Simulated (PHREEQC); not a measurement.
Consider water at 25 °C with 0.0081 mol/kgw NH4Br and 5.2e-05 mol/kgw MnSO4. Closed to the air; pH follows from the charge balance.

All values are PHREEQC results (ion-association model, wateq4f.dat), not measurements.

Question: The ionic strength comes out as 0.00830 mol/kgw. What activity coefficients do NH4SO4-, Br-, H+, SO4-2, Mn+2 get?

Answer: NH4SO4- 0.91, Br- 0.91, H+ 0.92, SO4-2 0.69, Mn+2 0.70.

This is a speciation only: nothing precipitates in the calculation. Species that the database lacks are ignored.
